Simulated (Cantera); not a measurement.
A closed system holds: 1 mol c-C4F8, 0.014 mol CH4, 9.9 mol H2, held at 0.110 bar.

These are equilibrium values from Cantera (NASA tables, ideal gas, pure condensed phases), not measurements of a reactor. Candidate condensed phases: C, C6H6, C7H8, C8H18; 95 gas species. The feed counts by its element totals alone. Kinetics and transport are ignored.

### Question
At 902 °C, list the 3 most abundant gas species with their mole fractions, and the condensed phases.

### Answer
HF 0.575, H2 0.425, CH4 0.000381. Condensed: C(graphite).
